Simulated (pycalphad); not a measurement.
Phase fractions of Hf-33.4C (at.%)

Source of the numbers: pycalphad with the COST 507 light-alloy database (1999); pressure 1 atm. The data set is of 1999 and partly superseded. Amounts are mole fractions of atoms. Kinetics are ignored, which matters at the lower temperatures.

| T (K) | fcc | liquid | hcp |
|---|---|---|---|
| 3300 | 0.862 | 0.138 | - |
| 3200 | 0.890 | 0.110 | - |
| 3100 | 0.915 | 0.085 | - |
| 3000 | 0.936 | 0.064 | - |
| 2900 | 0.956 | 0.044 | - |
| 2800 | 0.973 | 0.027 | - |
| 2700 | 0.989 | 0.011 | - |
| 2600 | 0.989 | - | 0.011 |
| 2500 | 0.976 | - | 0.024 |
| 2400 | 0.965 | - | 0.035 |
| 2300 | 0.955 | - | 0.045 |
| 2200 | 0.946 | - | 0.054 |
| 2100 | 0.938 | - | 0.062 |
| 2000 | 0.931 | - | 0.069 |
| 1900 | 0.924 | - | 0.076 |
| 1800 | 0.918 | - | 0.082 |
| 1700 | 0.913 | - | 0.087 |
| 1600 | 0.909 | - | 0.091 |
| 1500 | 0.904 | - | 0.096 |
| 1400 | 0.901 | - | 0.099 |
| 1300 | 0.897 | - | 0.103 |
| 1200 | 0.894 | - | 0.106 |
| 1100 | 0.891 | - | 0.109 |
| 1000 | 0.888 | - | 0.112 |
| 900 | 0.886 | - | 0.114 |
| 800 | 0.884 | - | 0.116 |
| 700 | 0.882 | - | 0.118 |
| 600 | 0.880 | - | 0.120 |
| 500 | 0.878 | - | 0.122 |

The fcc model also describes the rock-salt carbide or nitride (TiC, TiN, HfC).
